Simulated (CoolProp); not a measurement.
Vapour-liquid equilibrium of o-xylene (1) + n-decane (2) at 493 K; x and y are mole fractions of (1).

Model: multi-fluid Helmholtz-energy mixture model, Zhou 2012 and Lemmon 2006; pair parameters Bell 2016, in CoolProp.

```json
[
 {"x": "0.05", "bubble pressure (MPa)": "0.2964", "y at the bubble point": "0.080", "dew pressure at overall composition x (MPa)": "0.2921", "liquid density (mol/L)": "4.013"},
 {"x": "0.15", "bubble pressure (MPa)": "0.3190", "y at the bubble point": "0.227", "dew pressure at overall composition x (MPa)": "0.3067", "liquid density (mol/L)": "4.192"},
 {"x": "0.25", "bubble pressure (MPa)": "0.3422", "y at the bubble point": "0.358", "dew pressure at overall composition x (MPa)": "0.3228", "liquid density (mol/L)": "4.385"},
 {"x": "0.35", "bubble pressure (MPa)": "0.3660", "y at the bubble point": "0.475", "dew pressure at overall composition x (MPa)": "0.3407", "liquid density (mol/L)": "4.594"},
 {"x": "0.45", "bubble pressure (MPa)": "0.3901", "y at the bubble point": "0.579", "dew pressure at overall composition x (MPa)": "0.3606", "liquid density (mol/L)": "4.819"},
 {"x": "0.55", "bubble pressure (MPa)": "0.4146", "y at the bubble point": "0.673", "dew pressure at overall composition x (MPa)": "0.3830", "liquid density (mol/L)": "5.064"},
 {"x": "0.65", "bubble pressure (MPa)": "0.4393", "y at the bubble point": "0.758", "dew pressure at overall composition x (MPa)": "0.4082", "liquid density (mol/L)": "5.332"},
 {"x": "0.75", "bubble pressure (MPa)": "0.4644", "y at the bubble point": "0.835", "dew pressure at overall composition x (MPa)": "0.4368", "liquid density (mol/L)": "5.624"},
 {"x": "0.85", "bubble pressure (MPa)": "0.4897", "y at the bubble point": "0.906", "dew pressure at overall composition x (MPa)": "0.4695", "liquid density (mol/L)": "5.944"},
 {"x": "0.95", "bubble pressure (MPa)": "0.5153", "y at the bubble point": "0.970", "dew pressure at overall composition x (MPa)": "0.5072", "liquid density (mol/L)": "6.297"}
]
```

No azeotrope shows between x = 0.05 and 0.95.

The pair parameters rest on a limited set of measurements; away from them the model extrapolates.
